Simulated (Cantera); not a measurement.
Cantera run:

```python
import numpy as np
import cantera as ct

gas_names = """
    H HO2 H2 H2O H2O2 O OH O2 O3 V VO VO2
""".split()
cond_names = """
    H2O(s) H2O(L) V(cr) V(L) VO(s) VO(L) V2O3(s) V2O3(L) V2O4(I) V2O4(II) V2O4(L) V2O5(s) V2O5(L)
""".split()


def load(file, names, dense=False):
    # The tables refer to 1 bar. Condensed volumes are neglected.
    table = {s.name: s for s in ct.Species.list_from_file(file)}
    out = []
    for n in names:
        d = dict(table[n].input_data)
        d["thermo"] = dict(d["thermo"], **{"reference-pressure": 1e5})
        if dense:
            d["equation-of-state"] = {"model": "constant-volume", "density": "1e6 g/cm^3"}
        out.append(ct.Species.from_dict(d))
    return out


gas = ct.Solution(thermo="ideal-gas", species=load("nasa_gas.yaml", gas_names))
cond = {s.name: ct.Solution(thermo="fixed-stoichiometry", species=[s], name=s.name)
        for s in load("nasa_condensed.yaml", cond_names, dense=True)}
atoms = {
    'V2O5': {'V': 2, 'O': 5},
    'H2': {'H': 2},
    'H2O': {'H': 2, 'O': 1},
}
top_T = {}  # K; cautious upper limits of use, not melting points


def equilibrate(T, P, feed):
    n = {}
    for name, mol in feed.items():
        for a, k in atoms[name].items():
            n[a] = n.get(a, 0.0) + k * mol
    gas.TPX = T, P, n
    mass = sum(n.values()) * gas.mean_molecular_weight
    gas.equilibrate("TP")
    valid = [c for c in cond.values() if c.min_temp <= T <= top_T.get(c.name, c.max_temp)]
    mix = ct.Mixture([(gas, mass / gas.mean_molecular_weight)] + [(c, 0.0) for c in valid])
    mix.T, mix.P = T, P
    mix.equilibrate("TP", solver="vcs", rtol=1e-11, max_steps=5000)
    return mix


results = []
feed = {'V2O5': 1, 'H2': 0.7, 'H2O': 8.5}  # mol
T = 1123  # K
P = 40  # Pa
mix = equilibrate(T, P, feed)
results.append((T, P, feed, dict(zip(mix.species_names, mix.species_moles))))
print(gas.report(threshold=1e-05))
for i in range(1, mix.n_phases):
    print(f"{mix.phase(i).name:16s} {mix.phase_moles(i):12.5e} mol")
```

Result:

```
       temperature   1123 K
          pressure   40 Pa
           density   7.8136e-05 kg/m^3
  mean mol. weight   18.239 kg/kmol
   phase of matter   gas

                          1 kg             1 kmol
                     ---------------   ---------------
          enthalpy       -1.1339e+07       -2.0682e+08  J
   internal energy       -1.1851e+07       -2.1616e+08  J
           entropy             16641        3.0352e+05  J/K
    Gibbs function       -3.0027e+07       -5.4768e+08  J
 heat capacity c_p            2348.7             42838  J/K
 heat capacity c_v            1892.8             34524  J/K

                      mass frac. Y      mole frac. X     chem. pot. / RT
                     ---------------   ---------------   ---------------
               H2O           0.97185           0.98395           -58.979
                OH         1.064e-05        1.1411e-05           -39.202
                O2           0.02814           0.01604           -38.849
     [   +9 minor]         1.293e-07        9.2446e-07

V(cr)             0.00000e+00 mol
VO(s)             0.00000e+00 mol
V2O3(s)           0.00000e+00 mol
V2O4(II)          1.00000e+00 mol
V2O5(L)           0.00000e+00 mol
```

Equilibrium computed with Cantera from the NASA thermochemical tables; the gas is ideal and each condensed phase is pure. Condensed phases not in the tables: the oxides between V2O3 and V2O5 other than VO2.
